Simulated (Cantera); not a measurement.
Low-pressure radical oxidation in H2/O2

An isothermal, constant-pressure homogeneous reactor starts with 0.614 % H₂, 95.9 % O₂, 3.45 % H₂O, at 1423 K and 2670 Pa.

Cantera simulation using the H2/O2 subset of GRI-Mech 3.0, which has no nitrogen chemistry; the numbers are that mechanism's predictions, not measurements. Radical loss at walls, strong at low pressure, is not modelled.

```csv
t (s),x H₂,x O₂,x O,x HO₂,x H
4.00e-6,0.00614,0.959,2.79e-10,1.68e-9,1.23e-9
1.35e-5,0.00614,0.959,2.39e-9,5.67e-9,2.77e-9
4.58e-5,0.00614,0.959,1.43e-8,1.92e-8,4.28e-9
0.000155,0.00614,0.959,7.43e-8,6.48e-8,8.29e-9
0.000524,0.00614,0.959,7.35e-7,2.18e-7,5.11e-8
0.00177,0.00582,0.959,0.000196,8.76e-7,1.27e-5
0.00600,8.71e-5,0.954,0.00439,1.17e-6,0.000206
0.0203,7.02e-5,0.955,0.00353,1.02e-6,0.000148
0.0687,3.88e-5,0.957,0.00194,6.98e-7,6.05e-5
0.232,1.14e-5,0.958,0.000567,2.93e-7,9.61e-6
0.786,2.11e-6,0.959,0.000104,9.30e-8,7.60e-7
2.66,4.01e-7,0.959,1.99e-5,6.86e-8,6.32e-8
9.00,1.71e-7,0.959,8.46e-6,8.64e-8,1.76e-8
```
x: mole fraction; the columns are a selection and need not sum to one.

Equilibrium at this temperature and pressure: H₂ 1.64e-7, O₂ 0.959, O 8.13e-6, HO₂ 8.77e-8, H 1.66e-8 (gas phase only).
